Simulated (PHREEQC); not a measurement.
Make-up at 20 °C: 0.0056 mol HF, 0.0012 mol H2SiF6 and 0.052 mol HNO3 per kg of water. Closed to the air; pH follows from the charge balance.

The numbers come from PHREEQC with the ion-association model, phreeqc.dat.

### Question
The ionic strength comes out as 0.0555 mol/kgw. What activity coefficients do NO3-, F-, H+, SiF6-2, HF2- get?

### Answer
NO3- 0.80, F- 0.81, H+ 0.85, SiF6-2 0.45, HF2- 0.82.

No solid was allowed to form. Complexes and solids missing from the database can't appear. SiF6-2 is the database's only silicon fluoride.
